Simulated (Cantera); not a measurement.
**Thermodynamics of hydrogen reduction and annealing atmospheres, feed ZrO2 + H2 + H2O**

Feed: 1 mol ZrO2, 6.1 mol H2, 0.9 mol H2O, held at 1275 K and 400000 Pa.

Cantera equilibrium calculation (NASA polynomials, part measured and part estimated; ideal gas, pure solids and liquids). Candidate condensed phases: H2O, Zr, ZrO2; 12 gas species. The numbers say what is thermodynamically allowed, not how fast it happens.

* **x(H2)**: 0.871
* **x(H2O)**: 0.129
* **n(ZrO2(monoclinic))**: 1.00 mol
* **gas amount**: 7.000 mol
* **log10 activity of Zr(β) (absent)**: -18.95
